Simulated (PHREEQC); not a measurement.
**Spent oxide etchant: an equilibrium model**

Make-up at 25 °C: 0.08 mol/kgw HF, 3e-05 mol/kgw (NH4)2SiF6 and 0.00024 mol/kgw HBF4. Closed to the air; pH follows from the charge balance.

The numbers come from PHREEQC with the ion-association model, wateq4f.dat.

Precipitation was switched off in this run.

Q: Predict the pH, ionic strength.

A: pH 2.16; ionic strength 0.00752 mol/kgw.

Q: In which forms is F present?

A: HF 68 %, H2F2 20 %, F- 7.3 %, HF2- 3.1 %, BF4- 1.2 % of the F.

wateq4f.dat counts part of the HF as a dimer, H2F2, which phreeqc.dat doesn't know; its constant is uncertain. SiF6-2 is the database's only silicon fluoride. Real BF4- forms and hydrolyses slowly; the run takes it at equilibrium.
